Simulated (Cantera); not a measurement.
An isothermal plug-flow reactor at 850 K and 2.76 atm (inlet), inlet velocity 1.8 m/s, active area per volume 780 1/m; feed 0.281 % CH4, 1.35 % O2, 96.7 % N2, 1.71 % H2O.

Model: Deutschmann's 1995 Pt surface mechanism with GRI-Mech 3.0 gas chemistry, integrated in Cantera. Catalytic surfaces can have several steady states; this one follows from the mechanism file's or the stated starting coverage. Mass transfer to the wall is taken as infinitely fast.

Task: Predict: x(CH4) at z = 0.016 m; x(O2) at z = 0.016 m; x(H2O) at z = 0.016 m; x(CO2) at z = 0.016 m; x(CO) at z = 0.016 m; θ(free Pt) at the exit; θ(O*) at the exit; θ(OH*) at the exit.

Result: 
```
Property                  Result
----------------------  --------
x(CH4) at z = 0.016 m    0.00261
x(O2) at z = 0.016 m      0.0130
x(H2O) at z = 0.016 m     0.0175
x(CO2) at z = 0.016 m   0.000208
x(CO) at z = 0.016 m     6.01e-7
θ(free Pt) at the exit    0.0927
θ(O*) at the exit          0.902
θ(OH*) at the exit       0.00532
```
